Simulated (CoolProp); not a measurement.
Model: reference Helmholtz-energy equation of state, Span 2000, in CoolProp.

**Question.** For nitrogen, give the phase and the viscosity (µPa s) at 204.5 K and 0.101 MPa; 281.2 K and 0.101 MPa.

**Answer.** 
- 204.5 K and 0.101 MPa: gas; viscosity 13.2
- 281.2 K and 0.101 MPa: gas; viscosity 17.0

Viscosity comes from a separate model (Lemmon 2004).
